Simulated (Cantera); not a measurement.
Cantera run:

```python
import numpy as np
import cantera as ct

gas_names = """
    Cu CuO Cu2 H HO2 H2 H2O H2O2 O OH O2 O3
""".split()
cond_names = """
    Cu(cr) Cu(L) CuO(s) CuO2H2(s) Cu2O(s) Cu2O(L) H2O(s) H2O(L)
""".split()


# ... load() reads the species with a 1 bar reference pressure and builds the phases ...
atoms = {
    'CuO': {'Cu': 1, 'O': 1},
    'H2': {'H': 2},
}
top_T = {'CuO(s)': 1390}  # K; cautious upper limits of use, not melting points


# ... equilibrate(T, P, feed) seeds the gas with the atoms and calls Mixture.equilibrate('TP', solver="vcs", rtol=1e-11, max_steps=5000) ...
results = []
feed = {'CuO': 1, 'H2': 4.2}  # mol
T = 1850  # K
for P in [10, 100, 1000, 10000, 100000, 1000000]:
    mix = equilibrate(T, P, feed)
    results.append((T, P, feed, dict(zip(mix.species_names, mix.species_moles))))

top = {s: max(r[3][s] / sum(r[3][g] for g in gas_names) for r in results) for s in gas_names}
cols = sorted((s for s in top if top[s] > 0.001), key=lambda s: -top[s])[:7]
seen = [c for c in cond_names if any(r[3].get(c, 0) > 1e-12 for r in results)]
print("log10 of partial pressures in bar; condensed amounts in mol")
print(f"{'P/Pa':>10s}" + "".join(f"{s[:9]:>10s}" for s in cols + seen))
for T, P, feed, n in results:
    ng = sum(n[g] for g in gas_names)
    print(f"{P:10.4g}" + "".join(f"{np.log10(max(n[s] / ng * P / 1e5, 1e-99)):10.3f}" for s in cols)
          + "".join(f"{n.get(c, 0):10.4g}" for c in seen))
```

Output:

```
log10 of partial pressures in bar; condensed amounts in mol
      P/Pa        H2       H2O        Cu         H     Cu(L)
        10    -4.235    -4.728    -4.725    -5.386         0
       100    -3.218    -3.720    -3.719    -4.878         0
      1000    -2.164    -2.668    -3.022    -4.351    0.5559
     1e+04    -1.123    -1.628    -3.022    -3.830    0.9595
     1e+05    -0.119    -0.624    -3.022    -3.328     0.996
     1e+06     0.882     0.377    -3.022    -2.828    0.9996
```

Equilibrium computed with Cantera from the NASA thermochemical tables; the gas is ideal and each condensed phase is pure.
